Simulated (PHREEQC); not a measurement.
1 kg of water holding 0.064 mol/kgw MgBr2, 0.0002 mol/kgw CaSO4, 0.38 mol/kgw NaBr and 0.07 mol/kgw NaCl is evaporated at 25 °C; the solids stay in contact with the brine. The system is closed to CO2. The run lets Bischofite, Bloedite, Brucite, Epsomite, Glauberite, Gypsum, Anhydrite, Halite, Hexahydrite, Kieserite, Mirabilite, Portlandite, Thenardite, MgCl2_4H2O precipitate or redissolve, and no other solid.

Model: Pitzer model, pitzer.dat, run in PHREEQC.

| water left (kg) | ionic strength | water activity | Br in solution (mol/kgw) | Cl in solution (mol/kgw) | Na in solution (mol/kgw) |
|---|---|---|---|---|---|
| 1 | 0.643 | 0.982 | 0.508 | 0.0700 | 0.450 |
| 0.8219 | 0.782 | 0.978 | 0.618 | 0.0852 | 0.548 |
| 0.6755 | 0.952 | 0.973 | 0.752 | 0.104 | 0.666 |
| 0.5552 | 1.16 | 0.966 | 0.915 | 0.126 | 0.811 |
| 0.4563 | 1.41 | 0.958 | 1.11 | 0.153 | 0.986 |
| 0.375 | 1.71 | 0.948 | 1.35 | 0.187 | 1.20 |
| 0.3082 | 2.09 | 0.935 | 1.65 | 0.227 | 1.46 |
| 0.2533 | 2.54 | 0.919 | 2.01 | 0.276 | 1.78 |
| 0.2082 | 3.09 | 0.897 | 2.44 | 0.336 | 2.16 |
| 0.1711 | 3.76 | 0.870 | 2.97 | 0.409 | 2.63 |
| 0.1407 | 4.57 | 0.833 | 3.61 | 0.498 | 3.20 |
